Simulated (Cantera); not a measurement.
A perfectly stirred reactor is fed with C₃H₈ : H₂ = 1 : 16 (molar parts), at 570 Pa; it is held at 1550 K, and followed from long to short residence time.

Cantera simulation using GRI-Mech 3.0 (53 species, 325 reactions); the numbers are that mechanism's predictions, not measurements. GRI-Mech 3.0 was tuned for natural gas; its chemistry of propane as a main component is partial and can be far from experiment. GRI-Mech 3.0 stops at C3 and has no aromatics, soot or wall deposition, so with more carbon than oxygen in the feed, carbon stays in small species such as C2H2 where larger ones or solid carbon would form. Radical loss at walls, strong at low pressure, is not modelled.

Q: Predict: x(C₃H₈) at τ = 0.310 s; x(H₂) at τ = 0.310 s; x(CH₄) at τ = 0.310 s; x(CH₂) at τ = 0.310 s; x(C₂H₂) at τ = 0.310 s; x(C₃H₈) at τ = 6.90 ms; x(H₂) at τ = 6.90 ms; x(CH₄) at τ = 6.90 ms; x(CH₂) at τ = 6.90 ms; x(C₂H₂) at τ = 6.90 ms.

A: 
- x(C₃H₈) at τ = 0.310 s = 0.000133
- x(H₂) at τ = 0.310 s = 0.896
- x(CH₄) at τ = 0.310 s = 0.0476
- x(CH₂) at τ = 0.310 s = 1.04e-6
- x(C₂H₂) at τ = 0.310 s = 0.0515
- x(C₃H₈) at τ = 6.90 ms = 0.00382
- x(H₂) at τ = 6.90 ms = 0.888
- x(CH₄) at τ = 6.90 ms = 0.0547
- x(CH₂) at τ = 6.90 ms = 3.44e-6
- x(C₂H₂) at τ = 6.90 ms = 0.0201
